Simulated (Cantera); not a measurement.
Input (Python, Cantera):

```python
import numpy as np
import cantera as ct

gas = ct.Solution("gri30.yaml")
gas.TPX = 1850, 1000000, {'CH4': 1, 'H2O': 2.2}
inlet = ct.Reservoir(gas, clone=True)

reactor = ct.IdealGasConstPressureReactor(gas, energy="off", clone=False)
exhaust = ct.Reservoir(gas, clone=True)
tau = [19, 4.9, 1.2, 0.31, 0.078, 0.02, 0.005][0]
for a, b in ((inlet, reactor), (reactor, exhaust)):
    ct.MassFlowController(a, b, mdot=lambda t: reactor.mass / tau)
net = ct.ReactorNet([reactor])
show = ['CH4', 'H2O', 'H2', 'O', 'CH2', 'CO', 'CH2CO']

rows = []
print(f"{'tau/s':>10s}{'T/K':>9s}" + "".join(f"{s:>11s}" for s in show))
for tau in [19, 4.9, 1.2, 0.31, 0.078, 0.02, 0.005]:
    net.initial_time = 0.0
    net.advance(30 * tau)
    before = gas.X
    net.advance(40 * tau)
    drift = np.max(np.abs(gas.X - before) / (gas.X + 1e-9))
    rows.append([gas.T, *gas[show].X, drift])
    print(f"{tau:10.3e}{gas.T:9.1f}" + "".join(f"{x:11.3e}" for x in gas[show].X))
```

Result:

```
     tau/s      T/K        CH4        H2O         H2          O        CH2         CO      CH2CO
 1.900e+01   1850.0  8.644e-04  2.161e-01  5.912e-01  6.009e-10  9.946e-10  1.757e-01  5.190e-08
 4.900e+00   1850.0  2.818e-03  2.191e-01  5.875e-01  6.111e-10  3.361e-09  1.741e-01  2.137e-07
 1.200e+00   1850.0  7.817e-03  2.287e-01  5.766e-01  6.390e-10  1.027e-08  1.688e-01  9.361e-07
 3.100e-01   1850.0  1.674e-02  2.523e-01  5.523e-01  6.896e-10  2.631e-08  1.550e-01  3.583e-06
 7.800e-02   1850.0  2.994e-02  3.024e-01  5.048e-01  7.640e-10  6.221e-08  1.255e-01  1.195e-05
 2.000e-02   1850.0  4.702e-02  3.804e-01  4.328e-01  8.634e-10  1.317e-07  8.278e-02  3.096e-05
 5.000e-03   1850.0  7.294e-02  4.725e-01  3.424e-01  1.031e-09  2.440e-07  4.117e-02  5.938e-05
```

Cantera simulation using GRI-Mech 3.0 (53 species, 325 reactions); the numbers are that mechanism's predictions, not measurements.
